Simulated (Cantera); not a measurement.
Cantera run:

```python
import numpy as np
import cantera as ct

gas_names = [...]  # 150 gases of nasa_gas.yaml made of C, H, N, O, S
cond_names = """
    C(gr) C6H6(L) C7H8(L) C8H18(L),n-octa H2O(s) H2O(L) H2SO4(L) S(cr1) S(cr2) S(L)
""".split()


# ... load() reads the species with a 1 bar reference pressure and builds the phases ...
atoms = {
    'CS2': {'C': 1, 'S': 2},
    'H2O': {'H': 2, 'O': 1},
    'N2': {'N': 2},
    'SO2': {'S': 1, 'O': 2},
}
top_T = {'C(gr)': 4500}  # K; cautious upper limits of use, not melting points


# ... equilibrate(T, P, feed) seeds the gas with the atoms and calls Mixture.equilibrate('TP', solver="vcs", rtol=1e-11, max_steps=5000) ...
results = []
feed = {'CS2': 1, 'H2O': 4.5, 'N2': 4.1, 'SO2': 0.14}  # mol
P = 1700  # Pa
for T in [2150, 2225, 2300, 2375, 2450, 2525, 2600, 2675, 2750, 2825]:
    mix = equilibrate(T, P, feed)
    results.append((T, P, feed, dict(zip(mix.species_names, mix.species_moles))))

top = {s: max(r[3][s] / sum(r[3][g] for g in gas_names) for r in results) for s in gas_names}
cols = sorted((s for s in top if top[s] > 1e-05), key=lambda s: -top[s])[:5]
seen = [c for c in cond_names if any(r[3].get(c, 0) > 1e-12 for r in results)]
print("log10 of partial pressures in bar; condensed amounts in mol")
print(f"{'T/K':>10s}" + "".join(f"{s[:9]:>10s}" for s in cols + seen))
for T, P, feed, n in results:
    ng = sum(n[g] for g in gas_names)
    print(f"{T:10.4g}" + "".join(f"{np.log10(max(n[s] / ng * P / 1e5, 1e-99)):10.3f}" for s in cols)
          + "".join(f"{n.get(c, 0):10.4g}" for c in seen))
```

Result:

```
log10 of partial pressures in bar; condensed amounts in mol
       T/K        N2         H        H2       H2O        SO
      2150    -2.213    -3.593    -2.437    -2.550    -3.120
      2225    -2.218    -3.405    -2.432    -2.580    -3.047
      2300    -2.224    -3.231    -2.433    -2.611    -2.988
      2375    -2.231    -3.071    -2.441    -2.642    -2.943
      2450    -2.239    -2.925    -2.457    -2.676    -2.911
      2525    -2.248    -2.793    -2.481    -2.715    -2.891
      2600    -2.260    -2.673    -2.514    -2.763    -2.881
      2675    -2.275    -2.565    -2.556    -2.828    -2.881
      2750    -2.293    -2.470    -2.610    -2.918    -2.890
      2825    -2.314    -2.387    -2.676    -3.038    -2.911
```

Equilibrium computed with Cantera from the NASA thermochemical tables; the gas is ideal and each condensed phase is pure.
